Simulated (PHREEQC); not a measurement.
# Spent oxide etchant (model solution)

Make-up at 25 °C: 11 mmol/kgw NH4HF2, 0.42 mmol/kgw H2SiF6, 45 mmol/kgw H3AsO4 and 6.4 mmol/kgw H2SO4. Closed to the air; pH follows from the charge balance.

The numbers come from PHREEQC with the ion-association model, wateq4f.dat.

No solid was allowed to form.

**Question.** Estimate the pH, ionic strength.

**Answer.** pH 1.88; ionic strength 0.0297 mol/kgw.

**Question.** In which forms is S present?

**Answer.** SO4-2 53 %, HSO4- 43 %, NH4SO4- 3.9 % of the S.

Species that the database lacks are ignored. wateq4f.dat counts part of the HF as a dimer, H2F2, which phreeqc.dat doesn't know; its constant is uncertain. SiF6-2 is the database's only silicon fluoride.
